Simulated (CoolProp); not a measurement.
The fluid at 444.27 K and 8.55 MPa flows at 0.92 m/s in a round tube of 20 mm bore and 1.5 µm roughness, fully developed (64/Re and Nu = 3.66 if laminar; Colebrook and Gnielinski if turbulent). The same conditions are run with several fluids, on thermodynamics alone (safety and materials aside).

The numbers come from the reference Helmholtz-energy equation of state of each fluid (toluene: Lemmon 2006; ethanol: Schroeder 2014; benzene: Thol 2012; n-nonane: Lemmon 2006; n-heptane: Span 2003) in CoolProp.

Problem. Rank toluene, ethanol, benzene, n-nonane, n-heptane by Reynolds number, highest first.

Solution. benzene (80900), ethanol (78700), n-heptane (77200), toluene (73900), n-nonane (55000)

| fluid | Darcy friction factor | pressure drop (Pa/m) | heat-transfer coefficient (W/(m² K)) | mass flow (kg/h) |
|---|---|---|---|---|
| toluene | 0.0195 | 301 | 1800 | 760 |
| ethanol | 0.0193 | 260 | 2790 | 662 |
| benzene | 0.0192 | 292 | 1910 | 750 |
| n-nonane | 0.0207 | 267 | 1650 | 633 |
| n-heptane | 0.0193 | 230 | 1760 | 585 |

Transport values come from each fluid's own correlations.
